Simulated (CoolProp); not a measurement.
Vapour pressure (bar) of R227EA: the reference equation beside estimates from Tc = 374.9 K, pc = 29.25 bar, ω = 0.358.

Values from CoolProp's reference Helmholtz-energy equation of state, Lemmon 2016.

| T (K) | reference | Lee-Kesler | van der Waals | Redlich-Kwong | Soave-Redlich-Kwong | Peng-Robinson |
|---|---|---|---|---|---|---|
| 193.1 | 0.02056 | 0.01997 | 0.9913 | 0.09879 | 0.02049 | 0.02219 |
| 210.9 | 0.08162 | 0.07971 | 1.734 | 0.2944 | 0.08099 | 0.08496 |
| 228.7 | 0.2507 | 0.2471 | 2.794 | 0.7114 | 0.2489 | 0.2552 |
| 246.4 | 0.6317 | 0.6280 | 4.218 | 1.468 | 0.6289 | 0.6346 |
| 264.2 | 1.380 | 1.381 | 6.068 | 2.706 | 1.379 | 1.377 |
| 282 | 2.687 | 2.697 | 8.381 | 4.563 | 2.698 | 2.674 |
| 299.7 | 4.767 | 4.784 | 11.18 | 7.157 | 4.807 | 4.747 |
| 317.5 | 7.903 | 7.918 | 14.52 | 10.64 | 7.998 | 7.890 |

Absolute difference from the reference over all 8 rows, mean and median: Lee-Kesler 1.0 and 0.5 %, van der Waals 1137.3 and 453.7 %, Redlich-Kwong 151.0 and 114.2 %, Soave-Redlich-Kwong 0.6 and 0.6 %, Peng-Robinson 1.9 and 0.5 %.
